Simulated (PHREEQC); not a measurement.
3.9 g of hydrous ferric oxide (600 m²/g; 0.2 weak and 0.005 strong sites per Fe, Dzombak-Morel constants, diffuse double layer) in 1 kg of water with 0.1 mol/kgw of an inert sodium salt and 0.00029 mol/kgw BaCl2, at 25 °C; the pH is set by adding NaOH or the inert anion's acid. Oxygen alone is held at its pressure in air (log pO2 = -0.68). CO2 from the air is kept out. Nothing may precipitate in this run.

Equilibrium calculation in PHREEQC: ion-association model, wateq4f.dat.

Q: Predict surface charge σ (C/m²), surface potential ψ (mV) at pH = 3.75, 4.88, 6.38, 6.75.

A: 
```tsv
pH	surface charge σ (C/m²)	surface potential ψ (mV)
3.75	0.339	148
4.88	0.230	129
6.38	0.083	79
6.75	0.059	64
```

Species that the database lacks are ignored. The oxide is taken as insoluble; below pH 4 it would dissolve.
